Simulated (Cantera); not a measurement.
Cantera run:

```python
import numpy as np
import cantera as ct

gas_names = """
    CL CLF CLF3 CL2 F F2 N NF NF2 NF3 N2 Si SiCL SiCL2 SiCL3 SiCL4 SiF SiF2 SiF3 SiF4 SiN Si2 Si2N Si3
""".split()
cond_names = """
    Si(cr) Si(L) Si3N4(a)
""".split()


# ... load() reads the species with a 1 bar reference pressure and builds the phases ...
atoms = {
    'Si': {'Si': 1},
    'F2': {'F': 2},
    'N2': {'N': 2},
    'Cl2': {'CL': 2},
}
top_T = {'Si3N4(a)': 2400}  # K; cautious upper limits of use, not melting points


# ... equilibrate(T, P, feed) seeds the gas with the atoms and calls Mixture.equilibrate('TP', solver="vcs", rtol=1e-11, max_steps=5000) ...
results = []
feed = {'Si': 1, 'F2': 3.2, 'N2': 2.8, 'Cl2': 3}  # mol
P = 133.322  # Pa
for T in [573, 673, 773, 873, 973, 1073, 1173, 1273, 1373, 1473, 1573, 1673]:
    mix = equilibrate(T, P, feed)
    results.append((T, P, feed, dict(zip(mix.species_names, mix.species_moles))))
    x = sorted(zip(gas.X, gas.species_names), reverse=True)
    print(f"T = {T:g} K  P = {P:g} Pa  gas = {mix.phase_moles(0):.4g} mol")
    print("   x: " + "  ".join(f"{s} {v:.3e}" for v, s in x if v > 0.0001))
    print("   condensed (mol): " + ("  ".join(f"{mix.phase(i).name} {mix.phase_moles(i):.4g}"
          for i in range(1, mix.n_phases) if mix.phase_moles(i) > 1e-12) or "none"))
```

Output:

```
T = 573 K  P = 133.322 Pa  gas = 8 mol
   x: N2 3.500e-01  CLF 3.000e-01  CL2 2.250e-01  SiF4 1.250e-01
   condensed (mol): none
T = 673 K  P = 133.322 Pa  gas = 8 mol
   x: N2 3.500e-01  CLF 3.000e-01  CL2 2.250e-01  SiF4 1.250e-01
   condensed (mol): none
T = 773 K  P = 133.322 Pa  gas = 8 mol
   x: N2 3.500e-01  CLF 3.000e-01  CL2 2.250e-01  SiF4 1.250e-01
   condensed (mol): none
T = 873 K  P = 133.322 Pa  gas = 8.003 mol
   x: N2 3.499e-01  CLF 2.997e-01  CL2 2.247e-01  SiF4 1.250e-01  CL 5.751e-04  F 2.201e-04
   condensed (mol): none
T = 973 K  P = 133.322 Pa  gas = 8.019 mol
   x: N2 3.492e-01  CLF 2.979e-01  CL2 2.235e-01  SiF4 1.247e-01  CL 3.322e-03  F 1.435e-03
   condensed (mol): none
T = 1073 K  P = 133.322 Pa  gas = 8.082 mol
   x: N2 3.464e-01  CLF 2.904e-01  CL2 2.191e-01  SiF4 1.237e-01  CL 1.379e-02  F 6.538e-03
   condensed (mol): none
T = 1173 K  P = 133.322 Pa  gas = 8.274 mol
   x: N2 3.384e-01  CLF 2.679e-01  CL2 2.066e-01  SiF4 1.209e-01  CL 4.410e-02  F 2.218e-02
   condensed (mol): none
T = 1273 K  P = 133.322 Pa  gas = 8.739 mol
   x: N2 3.204e-01  CLF 2.178e-01  CL2 1.783e-01  SiF4 1.144e-01  CL 1.122e-01  F 5.686e-02
   condensed (mol): none
T = 1373 K  P = 133.322 Pa  gas = 9.608 mol
   x: N2 2.914e-01  CL 2.259e-01  CLF 1.410e-01  CL2 1.288e-01  F 1.087e-01  SiF4 1.041e-01
   condensed (mol): none
T = 1473 K  P = 133.322 Pa  gas = 10.73 mol
   x: CL 3.519e-01  N2 2.611e-01  F 1.563e-01  SiF4 9.324e-02  CL2 7.003e-02  CLF 6.746e-02
   condensed (mol): none
T = 1573 K  P = 133.322 Pa  gas = 11.57 mol
   x: CL 4.353e-01  N2 2.419e-01  F 1.822e-01  SiF4 8.641e-02  CL2 2.897e-02  CLF 2.522e-02
   condensed (mol): none
T = 1673 K  P = 133.322 Pa  gas = 11.97 mol
   x: CL 4.712e-01  N2 2.340e-01  F 1.918e-01  SiF4 8.356e-02  CL2 1.071e-02  CLF 8.739e-03
   condensed (mol): none
```

Method: chemical equilibrium by Gibbs-energy minimisation in Cantera with the NASA 1993 tables (ideal gas, pure condensed phases).
